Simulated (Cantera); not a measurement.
# Fe + H₂O + N₂ (chemical vapour transport)

Input: 1 mol Fe, 0.3 mol H₂O, 0.83 mol N₂, equilibrated at 0.440 bar.

Cantera equilibrium calculation (NASA polynomials, part measured and part estimated; ideal gas, pure solids and liquids). Candidate condensed phases: Fe, FeO, Fe(OH)₂, Fe(OH)₃, Fe₂O₃, Fe₃O₄, H₂O; 27 gas species. Mutual solubility and eutectic melting of coexisting phases are not modelled. The tables' stoichiometric FeO is somewhat more stable than real wüstite, so its field is too wide. FeO: taken at fixed stoichiometry. Kinetics and transport are ignored.

```csv
T (°C),log p N₂,log p H₂,log p H₂O,log p NH₃,log p H,log p Fe(OH)₂,n Fe(α),n FeO(s),n Fe(γ)
650,-0.49,-0.99,-1.83,-4.73,-10.11,-10.57,0.738,0.262,0
725,-0.49,-1.00,-1.75,-4.98,-9.17,-9.72,0.745,0.255,0
800,-0.49,-1.02,-1.69,-5.20,-8.36,-9.00,0.753,0.247,0
875,-0.49,-1.03,-1.63,-5.40,-7.66,-8.36,0.760,0.240,0
950,-0.49,-1.04,-1.58,-5.57,-7.04,-7.81,0,0.233,0.767
1025,-0.49,-1.06,-1.54,-5.73,-6.50,-7.32,0,0.226,0.774
1100,-0.49,-1.07,-1.51,-5.87,-6.01,-6.89,0,0.220,0.780
1175,-0.49,-1.08,-1.48,-6.00,-5.57,-6.51,0,0.215,0.785
1250,-0.49,-1.09,-1.46,-6.11,-5.18,-6.17,0,0.210,0.790
1325,-0.49,-1.10,-1.44,-6.22,-4.82,-5.86,0,0.206,0.794
```
log p: log10 of the partial pressure in bar; n: condensed amount in mol.

From 650 °C to 875 °C the condensed part is Fe(α) + FeO(s). From 950 °C to 1325 °C the condensed part is Fe(γ) + FeO(s).
